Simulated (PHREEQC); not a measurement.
Make-up at 20 °C: 0.83 mol/kgw HCl, 0.1 mol/kgw BaCl2 and 0.21 mol/kgw NaCl. Closed to the air; pH follows from the charge balance.

The numbers come from PHREEQC with the Pitzer model, pitzer.dat.

Each row changes one thing in this solution. No solid was allowed to form.

```json
[
 {"case": "as made", "pH": "0.02", "SI of Halite (NaCl)": "-2.42"},
 {"case": "BaCl2 from 0.1 to 0.02 mol/kgw", "pH": "0.04", "SI of Halite (NaCl)": "[?]"},
 {"case": "BaCl2 left out", "pH": "0.04", "SI of Halite (NaCl)": "[?]"},
 {"case": "NaCl from 0.21 to 1.05 mol/kgw", "pH": "[?]", "SI of Halite (NaCl)": "-1.48"}
]
```

**Question.** What belongs in the gaps?

**Answer.** 
- BaCl2 from 0.1 to 0.02 mol/kgw, SI of Halite (NaCl): -2.48
- BaCl2 left out, SI of Halite (NaCl): -2.50
- NaCl from 0.21 to 1.05 mol/kgw, pH: -0.11

Species that the database lacks are ignored. In brines, pH and single-ion activities rest on the MacInnes convention.
